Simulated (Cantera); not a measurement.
Thermodynamics of carbon deposition, reforming and gasification, feed acetone + NH3

Charge: 1 mol acetone, 1.2 mol NH3, at 800 °C and 27.0 bar.

Equilibrium computed with Cantera from the NASA thermochemical tables; the gas is ideal and each condensed phase is pure. Candidate condensed phases: C, C6H6, C7H8, C8H18, H2O; 136 gas species. The feed counts by its element totals alone. Rates play no part.

```yaml
x(H2): 0.438
x(CH4): 0.238
x(N2): 0.127
x(H2O): 0.107
x(CO): 0.0696
x(CO2): 0.0184
x(NH3): 0.00104
x(C2H6): 4.16e-5
x(C2H4): 4.19e-6
n(C(graphite)): 1.47 mol
gas_amount: 4.690 mol
```
